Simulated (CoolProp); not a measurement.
A single-stage vapour-compression cycle with ethylene: evaporating at 229.15 K (dew point), condensing at 264.15 K (bubble point), superheat 10 K, subcooling 5 K, compressor efficiency 0.7, no pressure losses. Each further row changes one setting.

Computed with CoolProp (reference Helmholtz-energy equation of state, Smukala 2000).

```
case                              cooling COP  pressure ratio  discharge temperature (K)  refrigerating effect (kJ/kg)  volumetric capacity (kJ/m³)
--------------------------------  -----------  --------------  -------------------------  ----------------------------  ---------------------------
as stated                                3.37            2.58                      312.2                           294                         6390
evaporating temperature 234.15 K         4.10            2.22                      305.7                             …                         7500
condensing temperature 259.15 K          4.13            2.29                      302.4                             …                         6760
subcooling 10 K                          3.57            2.58                      312.2                           312                         6780
superheat 20 K                           3.33            2.58                          …                           312                            …
compressor efficiency 0.6                2.88            2.58                          …                           294                         6390
```

Task: What belongs in the gaps?

Result: 
- evaporating temperature 234.15 K, refrigerating effect (kJ/kg): 296
- condensing temperature 259.15 K, refrigerating effect (kJ/kg): 311
- superheat 20 K, discharge temperature (K): 323.9
- superheat 20 K, volumetric capacity (kJ/m³): 6330
- compressor efficiency 0.6, discharge temperature (K): 319.4
